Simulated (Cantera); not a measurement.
Feed: 1 mol MgO, 0.11 mol N₂, at 1977 °C and 16.0 mbar.

Cantera equilibrium calculation (NASA polynomials, part measured and part estimated; ideal gas, pure solids and liquids). Candidate condensed phases: Mg, MgO; 13 gas species. Kinetics and transport are ignored.

Base state: N₂ 0.989, Mg 0.00641, O₂ 0.00184, NO 0.00148, O 0.00125, MgO 0.000101 (mole fractions); condensed: MgO(s).

Question: What changes in the equilibrium state with this change: temperature from 1977 °C to 2075 °C?

Answer: 
```json
[
 {"species": "N₂", "before": "0.989", "after": "0.969"},
 {"species": "Mg", "before": "0.00641", "after": "0.0183"},
 {"species": "O₂", "before": "0.00184", "after": "0.00565"},
 {"species": "MgO", "before": "0.000101", "after": "0.000433"},
 {"species": "O", "before": "0.00125", "after": "0.00388"},
 {"species": "NO", "before": "0.00148", "after": "0.00315"},
 {"species": "MgO(s), mol", "before": "0.999", "after": "0.998"}
]
```
